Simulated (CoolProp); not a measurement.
Model: reference Helmholtz-energy equation of state, McLinden 2015, in CoolProp.

Q: Give the vapour pressure (bar), liquid density (kg/m³), vapour density (kg/m³), enthalpy of vaporisation (kJ/kg) of saturated the fluoroketone C6F12O (FK-5-1-12) at 350.5, 365.1, 408.8 K.

A: 
```
T (K)  p (bar)  liquid density (kg/m³)  vapour density (kg/m³)  enthalpy of vaporisation (kJ/kg)
-----  -------  ----------------------  ----------------------  --------------------------------
350.5     2.46                    1430                    30.3                              78.9
365.1     3.65                    1370                    45.2                              73.6
408.8     9.91                    1160                     138                              52.5
```
